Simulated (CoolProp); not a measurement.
Vapour-liquid equilibrium of n-pentane (1) + acetone (2) at 35.95 °C; x and y are mole fractions of (1).

Values from CoolProp's multi-fluid Helmholtz-energy mixture model, Thol 2019 and Lemmon 2006; pair parameters Bell 2016.

| x | bubble pressure (MPa) | y at the bubble point | dew pressure at overall composition x (MPa) | liquid density (mol/L) |
|---|---|---|---|---|
| 0.05 | 0.06636 | 0.299 | 0.05065 | 12.92 |
| 0.125 | 0.08477 | 0.479 | 0.05459 | 12.39 |
| 0.2 | 0.09611 | 0.562 | 0.05915 | (withheld) |
| 0.275 | (withheld) | 0.608 | (withheld) | 11.43 |
| 0.35 | 0.1072 | 0.636 | (withheld) | 11.01 |
| 0.425 | 0.1098 | 0.657 | 0.07837 | 10.61 |
| 0.5 | 0.1116 | 0.673 | 0.08742 | (withheld) |
| 0.575 | 0.1128 | 0.688 | 0.09805 | 9.910 |
| 0.65 | 0.1136 | 0.706 | 0.1090 | 9.600 |
| 0.725 | 0.1140 | 0.730 | 0.1140 | (withheld) |
| 0.8 | 0.1136 | 0.763 | 0.1124 | 9.052 |
| 0.875 | 0.1117 | (withheld) | 0.1086 | 8.812 |
| 0.95 | 0.1069 | 0.904 | 0.1040 | 8.592 |

### Question
Fill in the missing entries.

### Answer

- 0.2, liquid density (mol/L): 11.89
- 0.275, bubble pressure (MPa): 0.1030
- 0.275, dew pressure at overall composition x (MPa): 0.06449
- 0.35, dew pressure at overall composition x (MPa): 0.07081
- 0.5, liquid density (mol/L): 10.25
- 0.725, liquid density (mol/L): 9.314
- 0.875, y at the bubble point: 0.816

y crosses x between x = 0.725 and 0.8: the model has an azeotrope there.

Pair parameters are fitted to limited data, so mixtures are less certain than the pure fluids. With so large a gap from Raoult's law the liquid may split in two, which this calculation doesn't test in full.
